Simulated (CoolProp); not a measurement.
Properties of normal hydrogen along the isobar 19.2 bar (Tc = -240.0 °C, pc = 12.96 bar, ω = -0.219).

Model: reference Helmholtz-energy equation of state, Leachman 2009, in CoolProp.

| T (°C) | phase | density (kg/m³) | cv (kJ/(kg K)) | Prandtl number |
|---|---|---|---|---|
| -251.65 | liquid | 71.92 | 5.752 | 1.26 |
| -245.35 | liquid | … | 6.127 | 1.19 |
| -239.05 | supercritical | 47.92 | 6.646 | 1.96 |
| -232.75 | supercritical | 17.51 | 6.901 | 1.24 |
| -226.45 | supercritical | 12.41 | 6.568 | 0.881 |
| -220.15 | supercritical | 10.05 | 6.472 | 0.783 |
| -213.85 | supercritical | 8.572 | 6.448 | … |
| -207.45 | supercritical | 7.512 | 6.471 | … |
| -201.15 | supercritical | 6.724 | 6.533 | … |
| -194.85 | supercritical | … | 6.628 | 0.688 |
| -188.55 | supercritical | 5.593 | 6.752 | 0.684 |

**Question.** What belongs in the gaps?

**Answer.** 
- -245.35, density (kg/m³): 63.82
- -213.85, Prandtl number: 0.736
- -207.45, Prandtl number: 0.711
- -201.15, Prandtl number: 0.697
- -194.85, density (kg/m³): 6.101

Viscosity comes from a separate model (Muzny 2013). Thermal conductivity comes from a separate model (Assael 2011).
